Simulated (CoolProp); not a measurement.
Saturation properties of R236EA (Tc = 139.3 °C, pc = 3.414 MPa, ω = 0.368).

The numbers come from the reference Helmholtz-energy equation of state, Rui 2013 in CoolProp.

```tsv
T (°C)	p (MPa)	vapour density (kg/m³)	enthalpy of vaporisation (kJ/kg)	liquid cp (kJ/(kg K))
-3.45	0.06732	4.719	170.1	[?]
2.25	[?]	5.952	167.3	1.230
7.95	[?]	7.426	164.5	1.236
13.65	0.1361	9.175	161.6	1.242
19.35	0.1684	11.23	158.6	1.250
25.15	0.2070	13.68	155.6	1.259
30.85	0.2514	16.49	152.5	1.268
36.55	0.3027	19.74	149.3	1.279
42.25	0.3617	23.48	146.1	1.291
47.95	0.4291	[?]	142.7	1.304
53.65	0.5056	[?]	139.2	1.318
59.35	0.5921	38.35	135.5	[?]
```

### Question
Complete the blanks.

### Answer

- -3.45, liquid cp (kJ/(kg K)): 1.224
- 2.25, p (MPa): 0.08613
- 7.95, p (MPa): 0.1089
- 47.95, vapour density (kg/m³): 27.78
- 53.65, vapour density (kg/m³): 32.71
- 59.35, liquid cp (kJ/(kg K)): 1.334

It boils at 6.2 °C under 1 atm.
